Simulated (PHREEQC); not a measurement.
A solution holds 84 mmol/kgw Pb(NO3)2, 0.73 mmol/kgw CaCl2, 2.1 mmol/kgw H2SO4 and 0.12 mmol/kgw NaCl, at 25 °C. Closed to the air; pH follows from the charge balance.

Equilibrium calculation in PHREEQC: ion-association model, wateq4f.dat.

```
Property                 Result
----------------  -------------
pH                         2.48
ionic strength    0.192 mol/kgw
total alkalinity   -4.20 meq/kg
```

```csv
species,molality,activity,log γ
NO3-,0.138,0.0959,-0.156
Pb+2,0.0514,0.0161,-0.504
PbNO3+,0.0305,0.0228,-0.126
H+,0.00413,0.00330,-0.097
PbSO4,0.00145,0.00151,0.019
Cl-,0.000979,0.000700,-0.146
```

This is a speciation only: nothing precipitates in the calculation. The solution is supersaturated, for example in Anglesite, so a real one may precipitate; this is no full list. Complexes and solids missing from the database can't appear.
